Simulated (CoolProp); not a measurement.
Carbon dioxide along the isotherm 446.6 K: density (kg/m³) from the reference equation and from simpler models built on Tc = 304.1 K, pc = 7.377 MPa, ω = 0.224; each cubic takes its own stable root.

The numbers come from the reference Helmholtz-energy equation of state, Span 1996 in CoolProp.

| p (MPa) | phase | reference |
|---|---|---|
| 3.07 | gas | 37.74 |
| 6.15 | gas | 78.41 |
| 9.22 | supercritical | 121.8 |
| 12.3 | supercritical | 167.8 |
| 15.4 | supercritical | 216.3 |
| 18.4 | supercritical | 264.1 |
| 21.5 | supercritical | 313.3 |
| 24.6 | supercritical | 361.0 |
| 27.7 | supercritical | 405.9 |
| 30.7 | supercritical | 446.2 |
| 33.8 | supercritical | 484.4 |
| 36.9 | supercritical | 519.0 |

How far does each simpler model (ideal gas, van der Waals, Redlich-Kwong, Soave-Redlich-Kwong, Peng-Robinson) lie from the reference over these 12 states: mean and median of the absolute difference, and the worst?


- ideal gas: mean 14.6 %, median 16.5 %, worst -19.2 % at 446.6 K and 24.6 MPa
- van der Waals: mean 5.8 %, median 5.6 %, worst +11.1 % at 446.6 K and 18.4 MPa
- Redlich-Kwong: mean 2.8 %, median 3.0 %, worst +4.0 % at 446.6 K and 18.4 MPa
- Soave-Redlich-Kwong: mean 5.2 %, median 5.8 %, worst -8.1 % at 446.6 K and 33.8 MPa
- Peng-Robinson: mean 1.3 %, median 1.2 %, worst -2.3 % at 446.6 K and 30.7 MPa
